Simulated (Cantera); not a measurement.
An adiabatic, constant-pressure homogeneous reactor starts with H2 : O2 : N2 = 1 : 1.56 : 5.88 (molar parts), at 1275 K and 760 Torr.

Cantera simulation using GRI-Mech 3.0 (53 species, 325 reactions); the numbers are that mechanism's predictions, not measurements.

### Question
Predict: time of steepest temperature rise; temperature at 2.00 s; equilibrium temperature; x(H2) at 2.00 s; x(O2) at 2.00 s; x(H2O) at 2.00 s; x(NO) at 2.00 s; x(O) at 2.00 s.

### Answer
```json
{
 "time_of_steepest_temperature_rise": "36.3 µs",
 "temperature at 2.00 s": "2085 K",
 "equilibrium_temperature": "2084 K",
 "x(H2) at 2.00 s": "0.000185 (gas-phase equilibrium 0.000183)",
 "x(O2) at 2.00 s": "0.129 (gas-phase equilibrium 0.129)",
 "x(H2O) at 2.00 s": "0.124 (gas-phase equilibrium 0.124)",
 "x(NO) at 2.00 s": "0.00660 (gas-phase equilibrium 0.00726)",
 "x(O) at 2.00 s": "0.000450 (gas-phase equilibrium 0.000445)"
}
```
